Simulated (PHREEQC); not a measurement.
A solution holds 0.035 mol/kgw HF, 0.0097 mol/kgw NaF, 0.0004 mol/kgw H4SiO4 and 0.00093 mol/kgw H2SO4, at 25 °C. Closed to the air; pH follows from the charge balance.

The numbers come from PHREEQC with the ion-association model, phreeqc.dat.

**Question.** The ionic strength comes out as 0.0137 mol/kgw. What activity coefficients do Na+, SO4-2, SiF6-2, NaSO4-, F- get?

**Answer.** Na+ 0.89, SO4-2 0.63, SiF6-2 0.63, NaSO4- 0.89, F- 0.89.

This is a speciation only: nothing precipitates in the calculation. SiF6-2 is the database's only silicon fluoride.
